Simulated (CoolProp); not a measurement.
Water at 293.15 K and 3.19 MPa flows at 13 m/s in a round tube of 6 mm bore and 15 µm roughness, fully developed (64/Re and Nu = 3.66 if laminar; Colebrook and Gnielinski if turbulent). Each further row changes one setting.

Values from CoolProp's reference Helmholtz-energy equation of state, Wagner 2002.

```tsv
case	Reynolds number	Darcy friction factor	pressure drop (Pa/m)	heat-transfer coefficient (W/(m² K))	mass flow (kg/h)
as stated	77900	0.0267	?	?	1320
velocity 26 m/s	156000	0.0258	1460000	?	?
diameter 12 mm	156000	0.0223	157000	?	5290
```

### Question
Fill in the missing entries.

### Answer

- as stated, pressure drop (Pa/m): 376000
- as stated, heat-transfer coefficient (W/(m² K)): 60800
- velocity 26 m/s, heat-transfer coefficient (W/(m² K)): 120000
- velocity 26 m/s, mass flow (kg/h): 2650
- diameter 12 mm, heat-transfer coefficient (W/(m² K)): 54100

Viscosity comes from a separate model (Huber 2009). Thermal conductivity comes from a separate model (Huber 2012).
